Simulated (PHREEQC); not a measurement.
# Brine

Dissolve 3.9 mol NaCl, 0.14 mol MnCl2 and 0.11 mol LiCl per kg of water at 25 °C. It is in equilibrium with CO2 at log p = 0 (atm). Otherwise closed; pH follows from the charge balance.

Equilibrium calculation in PHREEQC: Pitzer model, pitzer.dat.

Each row changes one thing in this solution. Precipitation was switched off in this run.

```csv
case,pH,HCO3- (mol/kgw),CO3-2 (mol/kgw),SI of Halite (NaCl),SI of Nahcolite (NaHCO3)
as made,3.41,0.000114,3.76e-10,-0.53,-3.42
diluted 100-fold with water,3.93,0.000140,1.16e-10,-4.52,-4.97
MnCl2 from 0.14 to 0.7 mol/kgw,3.26,0.000106,5.99e-10,-0.32,-3.51
NaCl from 3.9 to 5.85 mol/kgw,3.21,7.78e-5,2.09e-10,+0.01,-3.33
LiCl from 0.11 to 0.165 mol/kgw,3.40,0.000113,3.81e-10,-0.52,-3.43
MnCl2 from 0.14 to 1.4 mol/kgw,3.10,9.24e-5,8.31e-10,-0.07,-3.59
```

In brines, pH and single-ion activities rest on the MacInnes convention.
